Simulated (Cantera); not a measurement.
An isothermal, constant-pressure homogeneous reactor starts with 6.54 % H2, 46.7 % O2, 46.7 % N2, equivalence ratio 0.070, at 998 K and 9.75 Torr.

Cantera simulation using GRI-Mech 3.0 (53 species, 325 reactions); the numbers are that mechanism's predictions, not measurements. Radical loss at walls, strong at low pressure, is not modelled. The temperature is held fixed by assumption; the heat of reaction is taken as removed at once.

x: mole fraction; the columns are a selection and need not sum to one.

```
t (s)         x H2   x O2       x H     x HO2     x NO     x N2O
--------  --------  -----  --------  --------  -------  --------
7.00e-5     0.0654  0.467  1.76e-11  1.92e-11   <1e-12    <1e-12
0.000266    0.0654  0.467  6.72e-11  7.32e-11   <1e-12    <1e-12
0.00101     0.0654  0.467  6.28e-10  2.87e-10   <1e-12    <1e-12
0.00382     0.0654  0.467   6.06e-7   1.44e-8   <1e-12    <1e-12
0.0145     0.00254  0.436    0.0173   4.65e-6  1.43e-7  9.98e-10
0.0550    0.000434  0.447   0.00130   3.75e-6  3.45e-7   3.18e-9
0.209            …  0.449         …         …  3.51e-7   4.27e-9
0.791      1.63e-6  0.449   3.31e-7   1.74e-7  3.50e-7   4.57e-9
3.00       1.71e-7  0.449   1.41e-8   2.64e-8  3.50e-7   4.68e-9
```

Task: Fill in the missing entries.

Result: 
- 0.209, x H2: 2.60e-5
- 0.209, x H: 1.76e-5
- 0.209, x HO2: 1.18e-6
